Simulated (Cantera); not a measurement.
A closed system holds: 1 mol SiC, 0.25 mol O2, 4.5 mol N2, 0.0024 mol H2O, equilibrated at 1500 °C and 0.100 bar.

Method: chemical equilibrium by Gibbs-energy minimisation in Cantera with the NASA 1993 tables (ideal gas, pure condensed phases). Candidate condensed phases: C, C6H6, C7H8, C8H18, H2O, Si, SiC, SiO2, Si2N2O, Si3N4; 151 gas species. Mutual solubility and eutectic melting of coexisting phases are not modelled. The numbers say what is thermodynamically allowed, not how fast it happens.

Task: What is the equilibrium state?

Result: 
```json
{
 "x(N2)": "0.926",
 "x(CO)": "0.0707",
 "x(SiO)": "0.00238",
 "x(H2)": "0.000480",
 "x(HCN)": "4.42e-5",
 "x(H)": "1.97e-5",
 "x(HNC)": "1.58e-6",
 "x(Si)": "1.16e-6",
 "n(SiC(s))": "0.669 mol",
 "n(Si2N2O(s))": "0.160 mol",
 "gas_amount": "4.685 mol",
 "log10 activity of C(graphite) (absent)": "-0.41",
 "log10 activity of Si(l) (absent)": "-1.26"
}
```
